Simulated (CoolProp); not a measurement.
Computed with CoolProp (reference Helmholtz-energy equation of state, Lemmon 2009).

### Question
Give the vapour pressure (bar), vapour density (kg/m³), vapour viscosity (µPa s) of saturated propane at -44.05, 18.95 °C.

### Answer
```tsv
T (°C)	p (bar)	vapour density (kg/m³)	vapour viscosity (µPa s)
-44.05	0.930	2.23	6.26
18.95	8.14	17.6	8.05
```

Viscosity comes from a separate model (Vogel 1998).
